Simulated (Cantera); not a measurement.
Charge: 1 mol CH2F2, 0.012 mol CH4, held at 75.0 Torr.

Cantera equilibrium calculation (NASA polynomials, part measured and part estimated; ideal gas, pure solids and liquids). Candidate condensed phases: C, C6H6, C7H8, C8H18; 95 gas species. Rates play no part.

Task: At 3123 K, list the 5 most abundant gas species with their mole fractions, and the condensed phases.

Result: HF 0.851, H 0.0646, F 0.0520, C3 0.0110, H2 0.00810. Condensed: C(graphite).
